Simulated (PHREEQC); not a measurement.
Acid mine or pickling water

A made-up water analysis in mg/L, 80 °C, pH 2.92, pe 10.8:

```
constituent  mg/L
-----------  ----
Na           1400
K            62.2
Ca           43.7
Mg            259
Cl            638
S(6) as SO4  3370
Fe(3)        6.24
Cu(2)        76.4
Mn(2)          22
Br            188
```

Cl is adjusted to close the charge balance.
Valence states are taken as typed.

All values are PHREEQC results (ion-association model, phreeqc.dat), not measurements.

No solid was allowed to form.

Q: Estimate the ionic strength.

A: ionic strength 0.0976 mol/kgw.

Q: In which forms is Mg present?

A: MgSO4 66 %, Mg+2 34 % of the Mg.

Saturation is exceeded, for instance for Jarosite-K, Hematite (slow to form); the values hold only as long as no solid forms. Species that the database lacks are ignored. Constants without temperature data keep their 25 °C values here.
